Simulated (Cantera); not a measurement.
## Si + H2O + H2 (thermal oxidation and active oxidation of silicon)

Charge: 1 mol Si, 0.0021 mol H2O, 330 mol H2, equilibrated at 6.30 mbar.

Method: chemical equilibrium by Gibbs-energy minimisation in Cantera with the NASA 1993 tables (ideal gas, pure condensed phases). Candidate condensed phases: H2O, Si, SiO2; 18 gas species. Gases not in the tables: Si2H6 and higher silanes. Kinetics and transport are ignored.

```
T (°C)   x H2       x H      x Si     x SiH   x SiH2     x Si2  n Si(s)  n Si(l)
------  -----  --------  --------  --------  -------  --------  -------  -------
1127    1.000   6.13e-5   1.31e-7   5.18e-8  3.77e-7  7.76e-11    0.998        0
1177    1.000  0.000119   4.88e-7   1.54e-7  7.69e-7  4.32e-10    0.997        0
1227    1.000  0.000222   1.67e-6   4.25e-7  1.50e-6   2.14e-9    0.997        0
1277    1.000  0.000397   5.27e-6   1.10e-6  2.79e-6   9.52e-9    0.995        0
1327    0.999  0.000685   1.55e-5   2.68e-6  5.00e-6   3.86e-8    0.990        0
1377    0.999   0.00114   4.25e-5   6.16e-6  8.65e-6   1.43e-7    0.979        0
1427    0.998   0.00185  0.000108   1.32e-5  1.42e-5   4.72e-7        0    0.953
1477    0.997   0.00293  0.000238   2.50e-5  2.08e-5   1.23e-6        0    0.903
1527    0.995   0.00450  0.000504   4.55e-5  2.98e-5   3.05e-6        0    0.803
1577    0.992   0.00676   0.00102   8.02e-5  4.18e-5   7.16e-6        0    0.612
1627    0.988   0.00994   0.00200  0.000137  5.76e-5   1.61e-5        0    0.254
1677    0.983    0.0143   0.00273  0.000164  5.63e-5   1.80e-5        0        0
1727    0.977    0.0202   0.00277  0.000147  4.16e-5   1.15e-5        0        0
```
x: gas mole fraction; n: condensed amount in mol.

From 1127 °C to 1377 °C the condensed part is Si(s). From 1427 °C to 1627 °C the condensed part is Si(l). From 1677 °C to 1727 °C nothing is condensed. The main Si-bearing gas is SiO at 1127 °C and Si at 1727 °C.
